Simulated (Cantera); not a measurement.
# Thermodynamics of aluminium nitride and oxide growth, feed AlCl3 + O2 + N2

Input: 1 mol AlCl3, 9.7 mol O2, 16 mol N2, equilibrated at 79.0 mbar.

Cantera equilibrium calculation (NASA polynomials, part measured and part estimated; ideal gas, pure solids and liquids). Candidate condensed phases: Al, AlCl3, AlN, Al2O3; 24 gas species. Equilibrium is a limit: real reactors are often held back by kinetics, nucleation or transport.

| T (K) | log p N2 | log p O2 | log p Cl2 | log p Cl | log p NO | log p ClO | log p AlCl3 | n Al2O3(s) |
|---|---|---|---|---|---|---|---|---|
| 1223 | -1.32 | -1.57 | -2.37 | -3.41 | -4.69 | -5.62 | -7.69 | 0.500 |
| 1248 | -1.32 | -1.57 | -2.38 | -3.30 | -4.61 | -5.53 | -7.49 | 0.500 |
| 1273 | -1.32 | -1.57 | -2.38 | -3.20 | -4.54 | -5.45 | -7.30 | 0.500 |
| 1298 | -1.32 | -1.58 | -2.39 | -3.11 | -4.47 | -5.38 | -7.11 | 0.500 |
| 1323 | -1.32 | -1.58 | -2.40 | -3.02 | -4.40 | -5.31 | -6.94 | 0.500 |
| 1348 | -1.32 | -1.58 | -2.41 | -2.93 | -4.33 | -5.24 | -6.78 | 0.500 |
| 1373 | -1.32 | -1.58 | -2.43 | -2.85 | -4.27 | -5.17 | -6.63 | 0.500 |
| 1398 | -1.33 | -1.58 | -2.44 | -2.78 | -4.21 | -5.11 | -6.49 | 0.500 |
| 1423 | -1.33 | -1.58 | -2.46 | -2.70 | -4.15 | -5.06 | -6.36 | 0.500 |
| 1448 | -1.33 | -1.58 | -2.49 | -2.63 | -4.09 | -5.00 | -6.24 | 0.500 |
| 1473 | -1.33 | -1.58 | -2.51 | -2.57 | -4.04 | -4.96 | -6.13 | 0.500 |
| 1498 | -1.33 | -1.58 | -2.55 | -2.51 | -3.98 | -4.91 | -6.03 | 0.500 |
| 1523 | -1.33 | -1.58 | -2.58 | -2.46 | -3.93 | -4.87 | -5.94 | 0.500 |
log p: log10 of the partial pressure in bar; n: condensed amount in mol.

From 1223 K to 1523 K the condensed part is Al2O3(s). The main Al-bearing gas is AlCl3 throughout.
